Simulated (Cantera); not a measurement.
A perfectly stirred reactor is fed with H2 : O2 : N2 = 1.6 : 1 : 0.97 (molar parts), equivalence ratio 0.80, at 100000 Pa; it is held at 1173 K, and followed from long to short residence time.

Computed with Cantera and the H2/O2 subset of GRI-Mech 3.0, which has no nitrogen chemistry. The temperature is held fixed by assumption; the heat of reaction is taken as removed at once.

x: mole fraction; the columns are a selection and need not sum to one.

| τ (s) | x H2 | x O2 | x OH | x O | x H | x H2O |
|---|---|---|---|---|---|---|
| 0.40 | 0.00457 | 0.0743 | 1.72e-5 | 3.56e-6 | 3.52e-6 | 0.572 |
| 0.18 | ? | 0.0755 | ? | ? | ? | 0.568 |
| 0.078 | 0.0118 | 0.0775 | 3.25e-5 | 1.18e-5 | 1.57e-5 | 0.562 |
| 0.034 | 0.0174 | 0.0801 | 4.91e-5 | 2.15e-5 | 3.33e-5 | 0.555 |
| 0.015 | 0.0233 | 0.0828 | 8.09e-5 | 4.00e-5 | 7.06e-5 | 0.547 |
| 0.0067 | 0.0288 | 0.0853 | 0.000143 | 7.65e-5 | 0.000150 | 0.540 |
| 0.0029 | 0.0354 | 0.0884 | 0.000263 | 0.000150 | 0.000331 | 0.531 |
| 0.0013 | ? | 0.0925 | ? | ? | ? | 0.519 |
| 0.00057 | 0.0580 | 0.0987 | 0.000750 | 0.000502 | 0.00147 | 0.501 |
| 0.00025 | 0.0776 | 0.108 | 0.00119 | 0.000872 | 0.00300 | 0.474 |
| 0.00011 | 0.105 | 0.120 | 0.00181 | 0.00146 | 0.00590 | 0.435 |

Problem. Some entries are withheld; supply them.

Solution. 
- 0.18, x H2: 0.00740
- 0.18, x OH: 2.31e-5
- 0.18, x O: 6.48e-6
- 0.18, x H: 7.33e-6
- 0.0013, x H2: 0.0444
- 0.0013, x OH: 0.000452
- 0.0013, x O: 0.000278
- 0.0013, x H: 0.000698
